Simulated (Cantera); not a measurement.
Diamond growth

A diamond (100) surface in a fixed gas of H2 with x(CH4) = 0.0022, x(H) = 0.038, x(CH3) = 4.7e-05, at 1423 K; coverages are run to steady state.

Cantera simulation using the Harris–Goodwin 1993 mechanism for the reconstructed diamond (100) surface; the numbers are that mechanism's predictions, not measurements.

```tsv
P (Pa)	growth (µm/h)	θ c6HH	θ c6H*	θ c6*H	θ c6**
1400	0.178	0.315	0.0623	0.551	0.0716
2000	0.279	0.315	0.0623	0.551	0.0716
2800	0.428	0.315	0.0624	0.551	0.0716
4000	0.675	0.315	0.0625	0.551	0.0717
5600	1.05	0.315	0.0626	0.551	0.0717
7900	1.67	0.315	0.0628	0.550	0.0718
11000	2.64	0.315	0.0630	0.550	0.0719
16000	4.49	0.315	0.0633	0.550	0.0720
```
θ: site fractions in the mechanism's names (c6HH fully hydrogenated, c6H* and c6*H radical sites, c6** diradical, c6HM methylated).
